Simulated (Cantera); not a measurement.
A freely propagating, adiabatic, planar premixed flame of CH4 : C2H6 : O2 : N2 = 1 : 0.034 : 2.12 : 7.97 (molar parts), equivalence ratio 1.00, unburnt at 348 K and 105 Torr; mixture-averaged transport, grid criteria slope 0.08 and curve 0.16, no radiation.

Detailed kinetics in Cantera: GRI-Mech 3.0 (53 species, 325 reactions). Burning velocities carry a grid error of a few per cent, more on coarse grids.

What does this change do: 0.2 parts CO2 added?


```csv
quantity,before,after
laminar burning velocity,75.0 cm/s,68.1 cm/s
thermal thickness,2.17 mm,2.31 mm
peak x(C2H2),0.000111,9.95e-5
peak x(OH),0.00908,0.00836
```
